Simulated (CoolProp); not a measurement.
Vapour pressure (MPa) of n-nonane: the reference equation beside estimates from Tc = 594.5 K, pc = 2.282 MPa, ω = 0.443.

Values from CoolProp's reference Helmholtz-energy equation of state, Lemmon 2006. It is a short technical equation, of lower accuracy than the large ones.

```tsv
T (K)	reference	Lee-Kesler	van der Waals	Redlich-Kwong	Soave-Redlich-Kwong	Peng-Robinson
317.1	0.001756	0.001689	0.09696	0.01208	0.001717	0.001869
321.8	0.002255	0.002171	0.1065	0.01450	0.002205	0.002384
326.5	0.002870	0.002767	0.1166	0.01729	0.002807	0.003017
331.2	0.003621	0.003498	0.1274	0.02048	0.003544	0.003788
335.9	0.004533	0.004387	0.1388	0.02413	0.004439	0.004719
340.7	0.005656	0.005486	0.1512	0.02835	0.005544	0.005863
345.4	0.006974	0.006778	0.1641	0.03302	0.006841	0.007201
350.1	0.008539	0.008317	0.1777	0.03827	0.008385	0.008786
354.8	0.01039	0.01014	0.1921	0.04413	0.01021	0.01065
359.5	0.01255	0.01228	0.2073	0.05066	0.01236	0.01284
364.2	0.01508	0.01479	0.2232	0.05790	0.01486	0.01538
369	0.01808	0.01777	0.2403	0.06607	0.01784	0.01840
373.7	0.02148	0.02115	0.2579	0.07490	0.02122	0.02180
```

Absolute difference from the reference over all 13 rows, mean and median: Lee-Kesler 2.8 and 2.8 %, van der Waals 2631.2 and 2253.0 %, Redlich-Kwong 390.8 and 373.5 %, Soave-Redlich-Kwong 1.8 and 1.9 %, Peng-Robinson 3.5 and 3.3 %.
